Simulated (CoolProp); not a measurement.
Vapour-liquid equilibrium of hydrogen sulfide (1) + toluene (2) at 69.55 °C; x and y are mole fractions of (1).

The numbers come from the multi-fluid Helmholtz-energy mixture model, Lemmon 2006 and Lemmon 2006; pair parameters Bell 2016 in CoolProp.

Give the bubble pressure and the first vapour's composition at x = 0.2, 0.65, 0.8. Is there an azeotrope?

x = 0.2: 0.8211 MPa, y = 0.967; x = 0.65: 2.812 MPa, y = 0.992; x = 0.8: 3.736 MPa, y = 0.995. No azeotrope shows between x = 0.05 and 0.95.

Pair parameters are fitted to limited data, so mixtures are less certain than the pure fluids.
